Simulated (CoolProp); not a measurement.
Vinyl chloride along the isotherm 156.85 °C: Z from the reference equation and from simpler models built on Tc = 151.9 °C, pc = 5.600 MPa, ω = 0.160; each cubic takes its own stable root.

The numbers come from the reference Helmholtz-energy equation of state, Thol 2022 in CoolProp.

```json
[
 {"p (MPa)": "0.0885", "phase": "gas", "reference": "0.9951", "van der Waals": "0.9954", "Soave-Redlich-Kwong": "0.9948"},
 {"p (MPa)": "0.134", "phase": "gas", "reference": "0.9925", "van der Waals": "0.9931", "Soave-Redlich-Kwong": "0.9921"},
 {"p (MPa)": "0.202", "phase": "gas", "reference": "0.9887", "van der Waals": "0.9895", "Soave-Redlich-Kwong": "0.9881"},
 {"p (MPa)": "0.304", "phase": "gas", "reference": "0.9829", "van der Waals": "0.9841", "Soave-Redlich-Kwong": "0.9820"},
 {"p (MPa)": "0.459", "phase": "gas", "reference": "0.9740", "van der Waals": "0.9759", "Soave-Redlich-Kwong": "0.9726"},
 {"p (MPa)": "0.692", "phase": "gas", "reference": "0.9603", "van der Waals": "0.9632", "Soave-Redlich-Kwong": "0.9584"},
 {"p (MPa)": "1.04", "phase": "gas", "reference": "0.9392", "van der Waals": "0.9438", "Soave-Redlich-Kwong": "0.9365"},
 {"p (MPa)": "1.57", "phase": "gas", "reference": "0.9055", "van der Waals": "0.9129", "Soave-Redlich-Kwong": "0.9020"},
 {"p (MPa)": "2.38", "phase": "gas", "reference": "0.8493", "van der Waals": "0.8616", "Soave-Redlich-Kwong": "0.8454"},
 {"p (MPa)": "3.58", "phase": "gas", "reference": "0.7515", "van der Waals": "0.7730", "Soave-Redlich-Kwong": "0.7498"},
 {"p (MPa)": "5.41", "phase": "gas", "reference": "0.5248", "van der Waals": "0.5598", "Soave-Redlich-Kwong": "0.5361"},
 {"p (MPa)": "8.16", "phase": "supercritical", "reference": "0.2495", "van der Waals": "0.3472", "Soave-Redlich-Kwong": "0.2954"},
 {"p (MPa)": "12.3", "phase": "supercritical", "reference": "0.3345", "van der Waals": "0.4625", "Soave-Redlich-Kwong": "0.3797"},
 {"p (MPa)": "18.6", "phase": "supercritical", "reference": "0.4676", "van der Waals": "0.6415", "Soave-Redlich-Kwong": "0.5146"},
 {"p (MPa)": "28", "phase": "supercritical", "reference": "0.6594", "van der Waals": "0.8998", "Soave-Redlich-Kwong": "0.7080"}
]
```
